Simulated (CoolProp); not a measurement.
The fluid at 509.91 K and 0.297 MPa (gas) is heated at constant pressure to 537.3 K. The same conditions are run with several fluids, on thermodynamics alone (safety and materials aside).

Computed with CoolProp (reference Helmholtz-energy equation of state of each fluid (isohexane: Lemmon 2006; n-heptane: Span 2003; ethylbenzene: Zhou 2012; oxygen: Schmidt 1985; hydrogen sulfide: Lemmon 2006)).

```
fluid             heat (kJ/kg)  final density (kg/m³)
----------------  ------------  ---------------------
isohexane                    ?                      ?
n-heptane                    ?                      ?
ethylbenzene              56.5                      ?
oxygen                       ?                      ?
hydrogen sulfide             ?                   2.27
```

Q: What belongs in the gaps?

A: 
- isohexane, heat (kJ/kg): 73.0
- isohexane, final density (kg/m³): 5.88
- n-heptane, heat (kJ/kg): 72.3
- n-heptane, final density (kg/m³): 6.94
- ethylbenzene, final density (kg/m³): 7.42
- oxygen, heat (kJ/kg): 26.9
- oxygen, final density (kg/m³): 2.13
- hydrogen sulfide, heat (kJ/kg): 30.4

Above 300 K oxygen's equation is extrapolated.
